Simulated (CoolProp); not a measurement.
Model: reference Helmholtz-energy equation of state, Thol 2018, in CoolProp.

Give the vapour pressure (kPa), vapour density (kg/m³) of saturated hydrogen chloride at 261.5, 274.7, 301 K.


| T (K) | p (kPa) | vapour density (kg/m³) |
|---|---|---|
| 261.5 | 1890 | 39.8 |
| 274.7 | 2700 | 58.2 |
| 301 | 5050 | 125 |
